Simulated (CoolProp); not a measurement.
The numbers come from the reference Helmholtz-energy equation of state, Lemmon 2005 in CoolProp.

For R125, give the phase and the density (kg/m³), speed of sound (m/s), Prandtl number at 255.5 K and 1.01 bar.


- 255.5 K and 1.01 bar: gas; density 5.86, speed of sound 137, Prandtl number 0.750

Viscosity comes from a separate model (Huber 2006). Thermal conductivity comes from a separate model (Perkins 2006).
